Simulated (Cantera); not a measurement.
Input: 1 mol (CH₃)₂SiCl₂, 0.012 mol CH₄, 2.2 mol H₂, equilibrated at 130 Pa.

Method: chemical equilibrium by Gibbs-energy minimisation in Cantera with the NASA 1993 tables (ideal gas, pure condensed phases). Candidate condensed phases: C, C₆H₆, C₇H₈, C₈H₁₈, Si, SiC; 109 gas species. The feed counts by its element totals alone. The tables' values for SiCl₃ are old estimates; treat these amounts as uncertain. Equilibrium is a limit: real reactors are often held back by kinetics, nucleation or transport. All values below are at 727 °C.

Base state: H₂ 0.728, HCl 0.253, SiCl₄ 0.0182, SiHCl₃ 0.000369, SiCl₃ 0.000209, CH₄ 6.59e-5, SiCl₂ 5.81e-5 (mole fractions); condensed: C(graphite) + SiC(s).

What changes in the equilibrium state with this change: H₂ from 2.2 to 260 mol?


| species | before | after |
|---|---|---|
| H₂ | 0.728 | 0.992 |
| HCl | 0.253 | 0.00758 |
| CH₄ | 6.59e-5 | 0.000122 |
| SiCl₄ | 0.0182 | 7.92e-9 |
| SiCl₂ | 5.81e-5 | 3.83e-8 |
| SiCl₃ | 0.000209 | 3.54e-9 |
| SiHCl₃ | 0.000369 | 7.31e-9 |
| C(graphite), mol | 1.13 | 0.980 |
| SiC(s), mol | 0.885 | 1.000 |
